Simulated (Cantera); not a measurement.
A closed system holds: 1 mol SiO₂, 0.76 mol BCl₃, 2.4 mol O₂, 0.56 mol F₂, at 410 Pa.

Method: chemical equilibrium by Gibbs-energy minimisation in Cantera with the NASA 1993 tables (ideal gas, pure condensed phases). Candidate condensed phases: B, B₂O₃, Si, SiO₂; 45 gas species. Mutual solubility and eutectic melting of coexisting phases are not modelled. The tables' values for BOCl are old estimates; treat these amounts as uncertain. The tables hold silica as quartz up to 1696 K and as liquid above; real silica turns to tridymite and cristobalite and melts near 1996 K. Condensed phases not in the tables: borates and borosilicate glass, alloys, solid solutions and most ternary compounds. The numbers say what is thermodynamically allowed, not how fast it happens. All values below are at 1223 K.

Base state: O₂ 0.550, Cl₂ 0.273, BF₃ 0.0713, Cl 0.0488, BOF 0.0471, B₃O₃F₃ 0.00946, SiF₄ 0.000591, ClO 8.73e-5 (mole fractions); condensed: B₂O₃(l) + SiO₂(β-quartz).

Question: What changes in the equilibrium state with this change: F₂ from 0.56 to 18 mol?

Answer: 
```tsv
species	before	after
F	1.30e-8	0.778
O₂	0.550	0.0981
ClF	1.81e-7	0.0655
Cl₂	0.273	9.97e-6
BOF	0.0471	<1e-9
Cl	0.0488	0.000295
SiF₄	0.000591	0.0289
BF₃	0.0713	0.0219
B₃O₃F₃	0.00946	<1e-9
F₂	<1e-9	0.00687
BOF₂	3.43e-5	<1e-9
BOCl	1.76e-5	<1e-9
ClO	8.73e-5	2.23e-7
B₂O₃(l), mol	0.0982	0
SiO₂(β-quartz), mol	0.998	0
```
